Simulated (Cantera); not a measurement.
A perfectly stirred reactor is fed with CO : H2 : O2 : N2 = 1 : 0.47 : 1.34 : 5.02 (molar parts), equivalence ratio 0.55, at 4.74 atm; it is adiabatic with a 600 K inlet, and is followed from long to short residence time, starting on the burning branch (τ in s: 0.055, 0.027, 0.014, 0.007, 0.0035, 0.0018, 0.00089, 0.00045, 0.00022, 0.00011, 5.7e-05).

Model: GRI-Mech 3.0 (53 species, 325 reactions), integrated in Cantera. The hydrogen kinetics of GRI-Mech 3.0 are dated; newer H2 mechanisms differ, most at raised pressure.

One state of this run: T (K) = 2001; x CO = 0.00748; x H2 = 0.000550; x O2 = 0.0872; x H2O2 = 3.18e-7; x NO2 = 2.69e-7; x H = 0.000265. x: mole fraction; the columns are a selection and need not sum to one.

Which value of τ (s) does it belong to?
A) 0.027
B) 0.014
C) 0.0018
D) 0.00089

D, 0.00089
